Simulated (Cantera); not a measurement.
A closed system holds: 1 mol MgO, 0.15 mol N2, held at 2298.15 K.

Method: chemical equilibrium by Gibbs-energy minimisation in Cantera with the NASA 1993 tables (ideal gas, pure condensed phases). Candidate condensed phases: Mg, MgO; 13 gas species. Rates play no part.

Problem. At 460 Pa, list the 5 most abundant gas species with their mole fractions, and the condensed phases.

Solution. N2 0.939, Mg 0.0364, O2 0.0121, O 0.00798, NO 0.00410. Condensed: MgO(s).
